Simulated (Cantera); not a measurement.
Charge: 1 mol HgO, 1.8 mol H2, at 1200 °C and 9.00 Torr.

Cantera equilibrium calculation (NASA polynomials, part measured and part estimated; ideal gas, pure solids and liquids). Candidate condensed phases: H2O, Hg, HgO; 10 gas species. Kinetics and transport are ignored.

Base state: Hg 0.357, H2O 0.357, H2 0.286, H 6.18e-5 (mole fractions); condensed: gas only.

**Question.** What changes in the equilibrium state with this change: H2 from 1.8 to 0.038 mol?

**Answer.** 
| species | before | after |
|---|---|---|
| Hg | 0.357 | 0.658 |
| O2 | <1e-9 | 0.317 |
| H2O | 0.357 | 0.0250 |
| H2 | 0.286 | 5.32e-7 |
| O | <1e-9 | 1.44e-5 |
| H | 6.18e-5 | 8.44e-8 |
| OH | 2.01e-6 | 0.000103 |

**Question.** What changes in the equilibrium state with this change: H2 from 1.8 to 0.3 mol?

**Answer.** 
```
species   before     after
-------  -------  --------
Hg         0.357     0.606
O2         <1e-9     0.212
H2O        0.357     0.182
H2         0.286   4.73e-6
O          <1e-9   1.18e-5
H        6.18e-5   2.52e-7
OH       2.01e-6  0.000252
```
